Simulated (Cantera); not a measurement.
A perfectly stirred reactor is fed with CH3OH : O2 : N2 = 0.004 : 0.058 : 1 (molar parts), equivalence ratio 0.10, at 1.18 atm; it is held at 1375 K, and followed from long to short residence time.

Cantera simulation using GRI-Mech 3.0 (53 species, 325 reactions); the numbers are that mechanism's predictions, not measurements. GRI-Mech 3.0 was tuned for natural gas; its chemistry of methanol as a main component is partial and can be far from experiment.

x: mole fraction; the columns are a selection and need not sum to one.

```csv
τ (s),x CH3OH,x O2,x CH2,x O,x C2H4,x H2O
0.99,1.11e-6,0.0489,<1e-12,5.35e-6,<1e-12,0.00750
0.45,1.92e-6,0.0489,1.25e-12,8.35e-6,<1e-12,0.00750
0.21,[?],0.0489,2.55e-12,[?],<1e-12,0.00749
0.094,5.62e-6,0.0490,5.77e-12,1.93e-5,<1e-12,0.00748
0.043,9.80e-6,0.0491,1.33e-11,2.75e-5,<1e-12,0.00746
0.019,1.86e-5,0.0492,3.22e-11,3.57e-5,<1e-12,0.00742
0.0089,4.10e-5,0.0496,6.55e-11,3.50e-5,1.85e-12,0.00734
0.0040,[?],0.0502,1.15e-10,[?],9.14e-12,0.00699
```

Question: Complete the blanks.

Answer: 
- 0.21, x CH3OH: 3.23e-6
- 0.21, x O: 1.27e-5
- 0.0040, x CH3OH: 0.000133
- 0.0040, x O: 2.09e-5
